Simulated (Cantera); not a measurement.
Cantera run:

```python
import numpy as np
import cantera as ct

gas_names = """
    AL ALCL ALCL2 ALCL3 ALH ALN ALO ALOCL ALOH ALO2 ALO2H AL2 AL2CL6 AL2O AL2O2 CL CLO CL2 H HALO HCL
    HNO HNO2 HNO3 HOCL HO2 H2 H2O H2O2 N NH NH2 NH3 NH2OH NO NO2 NO3 N2 N2H2 N2H4 N2O O OH O2 O3
""".split()
cond_names = """
    AL(cr) AL(L) ALCL3(s) ALCL3(L) ALN(s) AL2O3(a) AL2O3(L) H2O(s) H2O(L) NH4CL(a) NH4CL(b)
""".split()


def load(file, names, dense=False):
    # The tables refer to 1 bar. Condensed volumes are neglected.
    table = {s.name: s for s in ct.Species.list_from_file(file)}
    out = []
    for n in names:
        d = dict(table[n].input_data)
        d["thermo"] = dict(d["thermo"], **{"reference-pressure": 1e5})
        if dense:
            d["equation-of-state"] = {"model": "constant-volume", "density": "1e6 g/cm^3"}
        out.append(ct.Species.from_dict(d))
    return out


gas = ct.Solution(thermo="ideal-gas", species=load("nasa_gas.yaml", gas_names))
cond = {s.name: ct.Solution(thermo="fixed-stoichiometry", species=[s], name=s.name)
        for s in load("nasa_condensed.yaml", cond_names, dense=True)}
atoms = {
    'Al': {'AL': 1},
    'N2O': {'N': 2, 'O': 1},
    'H2': {'H': 2},
    'HCl': {'H': 1, 'CL': 1},
}
top_T = {'ALN(s)': 2750}  # K; cautious upper limits of use, not melting points


def equilibrate(T, P, feed):
    n = {}
    for name, mol in feed.items():
        for a, k in atoms[name].items():
            n[a] = n.get(a, 0.0) + k * mol
    gas.TPX = T, P, n
    mass = sum(n.values()) * gas.mean_molecular_weight
    gas.equilibrate("TP")
    valid = [c for c in cond.values() if c.min_temp <= T <= top_T.get(c.name, c.max_temp)]
    mix = ct.Mixture([(gas, mass / gas.mean_molecular_weight)] + [(c, 0.0) for c in valid])
    mix.T, mix.P = T, P
    mix.equilibrate("TP", solver="vcs", rtol=1e-11, max_steps=5000)
    return mix


results = []
feed = {'Al': 1, 'N2O': 1.4, 'H2': 19, 'HCl': 0.62}  # mol
P = 370  # Pa
for T in [1100, 1125, 1150, 1175, 1200, 1225, 1250, 1275, 1300, 1325, 1350, 1375, 1400]:
    mix = equilibrate(T, P, feed)
    results.append((T, P, feed, dict(zip(mix.species_names, mix.species_moles))))
    x = sorted(zip(gas.X, gas.species_names), reverse=True)
    print(f"T = {T:g} K  P = {P:g} Pa  gas = {mix.phase_moles(0):.4g} mol")
    print("   x: " + "  ".join(f"{s} {v:.3e}" for v, s in x if v > 1e-06))
    print("   condensed (mol): " + ("  ".join(f"{mix.phase(i).name} {mix.phase_moles(i):.4g}"
          for i in range(1, mix.n_phases) if mix.phase_moles(i) > 1e-12) or "none"))
```

Output:

```
T = 1100 K  P = 370 Pa  gas = 20.99 mol
   x: H2 9.069e-01  N2 6.564e-02  HCL 2.644e-02  ALCL3 1.030e-03  ALCL2 3.405e-06
   condensed (mol): ALN(s) 0.04496  AL2O3(a) 0.4667
T = 1125 K  P = 370 Pa  gas = 20.99 mol
   x: H2 9.069e-01  N2 6.565e-02  HCL 2.636e-02  ALCL3 1.056e-03  ALCL2 5.770e-06  ALCL 1.644e-06
   condensed (mol): ALN(s) 0.04434  AL2O3(a) 0.4667
T = 1150 K  P = 370 Pa  gas = 20.99 mol
   x: H2 9.070e-01  N2 6.567e-02  HCL 2.628e-02  ALCL3 1.081e-03  ALCL2 9.549e-06  ALCL 3.721e-06  H 1.168e-06
   condensed (mol): ALN(s) 0.0437  AL2O3(a) 0.4667
T = 1175 K  P = 370 Pa  gas = 20.99 mol
   x: H2 9.070e-01  N2 6.568e-02  HCL 2.619e-02  ALCL3 1.105e-03  ALCL2 1.545e-05  ALCL 8.127e-06  H 1.919e-06
   condensed (mol): ALN(s) 0.04299  AL2O3(a) 0.4667
T = 1200 K  P = 370 Pa  gas = 20.99 mol
   x: H2 9.070e-01  N2 6.570e-02  HCL 2.610e-02  ALCL3 1.126e-03  ALCL2 2.447e-05  ALCL 1.716e-05  H 3.090e-06
   condensed (mol): ALN(s) 0.04216  AL2O3(a) 0.4667
T = 1225 K  P = 370 Pa  gas = 20.99 mol
   x: H2 9.071e-01  N2 6.573e-02  HCL 2.599e-02  ALCL3 1.145e-03  ALCL2 3.798e-05  ALCL 3.511e-05  H 4.880e-06
   condensed (mol): ALN(s) 0.0411  AL2O3(a) 0.4667
T = 1250 K  P = 370 Pa  gas = 20.99 mol
   x: H2 9.071e-01  N2 6.576e-02  HCL 2.587e-02  ALCL3 1.161e-03  ALCL 6.970e-05  ALCL2 5.778e-05  H 7.569e-06
   condensed (mol): ALN(s) 0.03963  AL2O3(a) 0.4667
T = 1275 K  P = 370 Pa  gas = 20.99 mol
   x: H2 9.071e-01  N2 6.580e-02  HCL 2.572e-02  ALCL3 1.170e-03  ALCL 1.344e-04  ALCL2 8.618e-05  H 1.154e-05
   condensed (mol): ALN(s) 0.03747  AL2O3(a) 0.4667
T = 1300 K  P = 370 Pa  gas = 20.99 mol
   x: H2 9.070e-01  N2 6.587e-02  HCL 2.551e-02  ALCL3 1.171e-03  ALCL 2.519e-04  ALCL2 1.259e-04  H 1.732e-05
   condensed (mol): ALN(s) 0.03415  AL2O3(a) 0.4667
T = 1325 K  P = 370 Pa  gas = 21 mol
   x: H2 9.070e-01  N2 6.598e-02  HCL 2.523e-02  ALCL3 1.159e-03  ALCL 4.591e-04  ALCL2 1.800e-04  H 2.560e-05
   condensed (mol): ALN(s) 0.02891  AL2O3(a) 0.4667
T = 1350 K  P = 370 Pa  gas = 21.01 mol
   x: H2 9.068e-01  N2 6.615e-02  HCL 2.482e-02  ALCL3 1.128e-03  ALCL 8.130e-04  ALCL2 2.507e-04  H 3.731e-05
   condensed (mol): ALN(s) 0.02064  AL2O3(a) 0.4667
T = 1375 K  P = 370 Pa  gas = 21.02 mol
   x: H2 9.065e-01  N2 6.642e-02  HCL 2.421e-02  ALCL 1.396e-03  ALCL3 1.070e-03  ALCL2 3.388e-04  H 5.363e-05  CL 1.186e-06
   condensed (mol): ALN(s) 0.007727  AL2O3(a) 0.4667
T = 1400 K  P = 370 Pa  gas = 21.03 mol
   x: H2 9.060e-01  N2 6.657e-02  HCL 2.419e-02  ALCL 1.922e-03  ALCL3 8.697e-04  ALCL2 3.789e-04  H 7.611e-05  CL 1.673e-06
   condensed (mol): AL2O3(a) 0.4667
```

Cantera equilibrium calculation (NASA polynomials, part measured and part estimated; ideal gas, pure solids and liquids). Mutual solubility and eutectic melting of coexisting phases are not modelled. The tables' values for AlCl2 are old estimates; treat these amounts as uncertain.
